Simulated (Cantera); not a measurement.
Source: NASA polynomial tables (part measured, part estimated), evaluated in Cantera. Values are per mole of reaction as written; species without (g) are pure solids or liquids, kept so even where they would boil at 1 bar.

Question: Between 1798 and 2798 K, where is each reaction favourable under standard conditions?
- 2 Ti₂O₃ + 3 TiCl₄(g) = 6 TiOCl₂(g) + Ti

Answer: 
- 2 Ti₂O₃ + 3 TiCl₄(g) = 6 TiOCl₂(g) + Ti: ΔG° is 861 kJ at 1798 K and 349 kJ at 2798 K; it stays positive (K < 1). ΔH° is 1643 kJ and ΔS° 462 J/K at 2798 K.
